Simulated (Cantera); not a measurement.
Feed: 1 mol TiO2, 18 mol CO, held at 2550 K and 0.133 bar.

These are equilibrium values from Cantera (NASA tables, ideal gas, pure condensed phases), not measurements of a reactor. Candidate condensed phases: C, Ti, TiC, TiO, TiO2, Ti2O3, Ti3O5, Ti4O7; 15 gas species. Equilibrium is a limit: real reactors are often held back by kinetics, nucleation or transport.

Base state: CO 0.980, CO2 0.0183, TiO2 0.000792, TiO 0.000367, O 0.000124 (mole fractions); condensed: Ti3O5(l).

**Question.** What changes in the equilibrium state with this change: TiO2 replaced by CuO?

**Answer.** 
```
species          before     after
-------------  --------  --------
CO                0.980     0.895
Cu                    0    0.0525
CO2              0.0183    0.0521
TiO2           0.000792         0
TiO            0.000367         0
Cu2                   0   2.74e-5
CuO                   0   1.02e-5
O2              5.99e-6   5.81e-5
O              0.000124  0.000385
Ti3O5(l), mol     0.326         0
```
Further candidate phases: Cu, CuO, Cu2O.
